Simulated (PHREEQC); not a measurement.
## Buffer: speciation

Make-up at 69 °C: 0.24 mol H3PO4 and 0.037 mol NaF per kg of water. Closed to the air; pH follows from the charge balance.

Computed with PHREEQC (ion-association model, phreeqc.dat).

Each row changes one thing in this solution. This is a speciation only: nothing precipitates in the calculation.

```
case                               pH  ionic strength (mol/kgw)
-------------------------------  ----  ------------------------
as made                          1.76                    0.0578
NaF from 0.037 to 0.37 mol/kgw   3.08                     0.363
NaF from 0.037 to 0.185 mol/kgw  2.49                     0.188
temperature from 69 to 70 °C     1.76                    0.0576
H3PO4 left out                   7.41                    0.0365
NaF left out                     1.52                    0.0352
diluted 2-fold with water        1.88                    0.0340
```

At this temperature some constants are extrapolated from 25 °C, and those without enthalpy data are left unchanged.
